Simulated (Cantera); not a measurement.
**Hydrogen reduction and annealing atmospheres: Nb2O5 + H2**

Charge: 1 mol Nb2O5, a varied amount of H2, held at 0.0220 bar.

Method: chemical equilibrium by Gibbs-energy minimisation in Cantera with the NASA 1993 tables (ideal gas, pure condensed phases). Candidate condensed phases: H2O, Nb, NbO, NbO2, Nb2O5; 12 gas species. Mutual solubility and eutectic melting of coexisting phases are not modelled. NbO: taken at fixed stoichiometry. Condensed phases not in the tables: the oxides between NbO2 and Nb2O5. The numbers say what is thermodynamically allowed, not how fast it happens.

Stable condensed phases:

```
T in K \ n(H2) in mol
          91 160 240 310 380 450 520 600 670 740 810 880 960
   1925    A   B   B   B   C   C   C   C   C   C   C   C   C
   1825    A   B   B   B   B   B   C   C   C   C   C   C   C
   1725    A   A   B   B   B   B   B   B   B   C   C   C   C
   1625    A   A   A   A   B   B   B   B   B   B   B   B   B
   1525    A   A   A   A   A   A   A   B   B   B   B   B   B
   1425    A   A   A   A   A   A   A   A   A   A   A   A   A
   1325    A   A   A   A   A   A   A   A   A   A   A   A   A
   1225    A   A   A   A   A   A   A   A   A   A   A   A   A
   1125    A   A   A   A   A   A   A   A   A   A   A   A   A
   1025    D   A   A   A   A   A   A   A   A   A   A   A   A
```

A: NbO2; B: NbO + NbO2; C: NbO; D: NbO2 + Nb2O5.
